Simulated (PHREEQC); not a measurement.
# Alkaline etch or developer: an equilibrium model

A solution holds 0.0043 mol/kgw NaOH and 0.00022 mol/kgw K3PO4, at 25 °C. Closed to the air; pH follows from the charge balance.

Model: ion-association model, phreeqc.dat, run in PHREEQC.

```yaml
pH: 11.61
ionic_strength: 0.00527 mol/kgw
specific_conductance: 1110 µS/cm
total_alkalinity: 4.74 meq/kg
```

```csv
species,molality,activity,log γ
OH-,0.00447,0.00413,-0.034
Na+,0.00430,0.00398,-0.033
K+,0.000660,0.000610,-0.034
HPO4-2,0.000172,0.000127,-0.132
PO4-3,4.70e-5,2.33e-5,-0.304
NaHPO4-,1.06e-6,9.83e-7,-0.033
KHPO4-,1.63e-7,1.51e-7,-0.033
H2PO4-,5.38e-9,4.99e-9,-0.033
```

Precipitation was switched off in this run.
